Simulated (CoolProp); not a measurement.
Vapour-liquid equilibrium of carbon dioxide (1) + carbonyl sulfide (2) at -38.55 °C; x and y are mole fractions of (1).

The numbers come from the multi-fluid Helmholtz-energy mixture model, Span 1996 and Lemmon 2006; pair parameters Bell 2016 in CoolProp.

```json
[
 {"x": "0.05", "bubble pressure (MPa)": "0.2559", "y at the bubble point": "0.360", "dew pressure at overall composition x (MPa)": "0.1769", "liquid density (mol/L)": "19.36"},
 {"x": "0.2", "bubble pressure (MPa)": "0.4650", "y at the bubble point": "0.682", "dew pressure at overall composition x (MPa)": "0.2081", "liquid density (mol/L)": "20.07"},
 {"x": "0.35", "bubble pressure (MPa)": "0.6149", "y at the bubble point": "0.786", "dew pressure at overall composition x (MPa)": "0.2521", "liquid density (mol/L)": "20.82"},
 {"x": "0.5", "bubble pressure (MPa)": "0.7294", "y at the bubble point": "0.843", "dew pressure at overall composition x (MPa)": "0.3190", "liquid density (mol/L)": "21.64"},
 {"x": "0.65", "bubble pressure (MPa)": "0.8274", "y at the bubble point": "0.887", "dew pressure at overall composition x (MPa)": "0.4311", "liquid density (mol/L)": "22.55"},
 {"x": "0.8", "bubble pressure (MPa)": "0.9225", "y at the bubble point": "0.930", "dew pressure at overall composition x (MPa)": "0.6414", "liquid density (mol/L)": "23.58"},
 {"x": "0.95", "bubble pressure (MPa)": "1.023", "y at the bubble point": "0.980", "dew pressure at overall composition x (MPa)": "0.9648", "liquid density (mol/L)": "24.79"}
]
```

No azeotrope shows between x = 0.05 and 0.95.

Pair parameters are fitted to limited data, so mixtures are less certain than the pure fluids.
